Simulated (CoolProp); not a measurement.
The numbers come from the reference Helmholtz-energy equation of state, Akasaka 2015 in CoolProp.

Q: For R245fa, give the phase and the Z, isothermal compressibility (1/MPa), expansivity (1/kK) at 36.55 °C and 1860 kPa.

A: 
- 36.55 °C and 1860 kPa: liquid; Z 0.0738, isothermal compressibility 0.00267, expansivity 2.11
